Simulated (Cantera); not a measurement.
A closed system holds: 1 mol Si, 0.03 mol HCl, 3.9 mol H2, held at 1127 °C and 100 Torr.

Equilibrium computed with Cantera from the NASA thermochemical tables; the gas is ideal and each condensed phase is pure. Candidate condensed phases: Si; 19 gas species. Rates play no part.

Base state: H2 0.993, HCl 0.00730, SiCl2 0.000159, H 1.33e-5 (mole fractions); condensed: Si(s).

Task: What changes in the equilibrium state with this change: Si replaced by AlN?

Result: 
| species | before | after |
|---|---|---|
| H2 | 0.993 | 0.993 |
| HCl | 0.00730 | 0.00643 |
| N2 | 0 | 0.000298 |
| AlCl3 | 0 | 0.000266 |
| SiCl2 | 0.000159 | 0 |
| AlCl | 0 | 0.000253 |
| AlCl2 | 0 | 7.61e-5 |
| H | 1.33e-5 | 1.33e-5 |
| Si(s), mol | 0.999 | 0 |
| AlN(s), mol | 0 | 0.998 |
The tables' values for AlCl2 are old estimates; treat these amounts as uncertain. Further candidate phases: Al, AlCl3, AlN, NH4Cl.
